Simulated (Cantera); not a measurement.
Charge: 1 mol Si(CH₃)₄, 620 mol H₂, 0.14 mol C₂H₄, equilibrated at 2375 K and 0.00133 bar.

These are equilibrium values from Cantera (NASA tables, ideal gas, pure condensed phases), not measurements of a reactor. Candidate condensed phases: C, C₆H₆, C₇H₈, C₈H₁₈, Si, SiC; 87 gas species. The numbers say what is thermodynamically allowed, not how fast it happens.

Base state: H₂ 0.678, H 0.318, C₂H₂ (acetylene) 0.00261, Si 0.00120, SiC₂ 0.000132, C₂H 6.65e-5, C₃ 2.35e-5, C 1.61e-5 (mole fractions); condensed: gas only.

Task: What changes in the equilibrium state with this change: Si(CH₃)₄ replaced by SiF₄?

Result: 
```json
[
 {"species": "H₂", "before": "0.678", "after": "0.676"},
 {"species": "H", "before": "0.318", "after": "0.317"},
 {"species": "HF", "before": "0", "after": "0.00538"},
 {"species": "C₂H₂ (acetylene)", "before": "0.00261", "after": "0.000172"},
 {"species": "Si", "before": "0.00120", "after": "0.00131"},
 {"species": "SiF", "before": "0", "after": "1.40e-5"},
 {"species": "C₃", "before": "2.35e-5", "after": "3.97e-7"},
 {"species": "C₂H", "before": "6.65e-5", "after": "4.38e-6"}
]
```
The tables' values for SiF are old estimates; treat these amounts as uncertain.

Task: What changes in the equilibrium state with this change: temperature from 2375 K to 1748 K?

Result: 
```json
[
 {"species": "H₂", "before": "0.678", "after": "0.994"},
 {"species": "H", "before": "0.318", "after": "0.00624"},
 {"species": "C₂H₂ (acetylene)", "before": "0.00261", "after": "0.000112"},
 {"species": "Si", "before": "0.00120", "after": "2.06e-5"},
 {"species": "C₃", "before": "2.35e-5", "after": "<1e-9"},
 {"species": "C", "before": "1.61e-5", "after": "<1e-9"},
 {"species": "C(graphite), mol", "before": "0", "after": "3.15"},
 {"species": "SiC(s), mol", "before": "0", "after": "0.986"}
]
```

Task: What changes in the equilibrium state with this change: pressure from 0.00133 bar to 0.680 bar?

Result: 
| species | before | after |
|---|---|---|
| H₂ | 0.678 | 0.979 |
| H | 0.318 | 0.0169 |
| C₂H₂ (acetylene) | 0.00261 | 0.00302 |
| Si | 0.00120 | 0.000650 |
| CH₄ | 8.97e-8 | 8.54e-5 |
| C₃ | 2.35e-5 | 3.29e-8 |
| C | 1.61e-5 | 2.82e-8 |
| SiH₂ | 3.88e-7 | 0.000155 |
| Si₂C | 4.90e-7 | 6.61e-5 |
| SiC(s), mol | 0 | 0.258 |
Gases not in the tables: Si₂H₆ and higher silanes.
